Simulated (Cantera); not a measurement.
Feed: 1 mol BCl3, 6.2 mol H2O, at 1300 Pa.

Method: chemical equilibrium by Gibbs-energy minimisation in Cantera with the NASA 1993 tables (ideal gas, pure condensed phases). Candidate condensed phases: B, B2O3, B3O3H3, H2O; 33 gas species. The tables' values for BOCl are old estimates; treat these amounts as uncertain. Gases not in the tables: H3BO3. Equilibrium is a limit: real reactors are often held back by kinetics, nucleation or transport.

x: gas mole fraction; n: condensed amount in mol.

| T (K) | x H2O | x HCl | x HBO2 | x Cl | n B2O3(l) |
|---|---|---|---|---|---|
| 948 | 0.608 | 0.390 | 5.66e-5 | 1.38e-6 | 0.477 |
| 1048 | 0.609 | 0.390 | 0.000467 | 9.30e-6 | 0.484 |
| 1148 | 0.607 | 0.389 | ___ | ___ | 0.481 |
| 1248 | 0.601 | 0.387 | 0.0109 | 0.000146 | 0.452 |
| 1348 | 0.581 | 0.382 | 0.0358 | 0.000409 | 0.355 |
| 1448 | 0.532 | 0.369 | 0.0962 | 0.000979 | 0.103 |
| 1548 | 0.512 | 0.363 | 0.119 | ___ | 0 |
| 1648 | 0.511 | 0.361 | 0.118 | 0.00411 | 0 |
| 1748 | 0.509 | 0.356 | 0.117 | 0.00740 | 0 |

### Question
What belongs in the gaps?

### Answer

- 1548, x Cl: 0.00210
- 1148, x HBO2: 0.00262
- 1148, x Cl: 4.23e-5
